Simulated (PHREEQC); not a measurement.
Solution (25 °C): 130 mmol/kgw H2SO4, 2.4 mmol/kgw FeCl2 and 110 mmol/kgw LiCl. Closed to the air; pH follows from the charge balance.

Model: ion-association model, phreeqc.dat, run in PHREEQC.

| Property | Value |
|---|---|
| pH | 0.91 |
| ionic strength | 0.294 mol/kgw |
| activity of water | 0.991 |
| specific conductance | 57900 µS/cm |
| density | 1.008 g/cm³ |
| total alkalinity | -260 meq/kg |

```tsv
species	molality	activity	log γ
H+	0.158	0.124	-0.106
Cl-	0.115	0.0788	-0.163
Li+	0.107	0.0787	-0.134
HSO4-	0.102	0.0746	-0.134
SO4-2	0.0245	0.00620	-0.597
LiSO4-	0.00298	0.00213	-0.146
Fe+2	0.00141	0.000412	-0.535
FeHSO4+	0.000503	0.000369	-0.134
FeSO4	0.000425	0.000454	0.029
FeCl+	6.11e-5	4.48e-5	-0.134
```

This is a speciation only: nothing precipitates in the calculation.
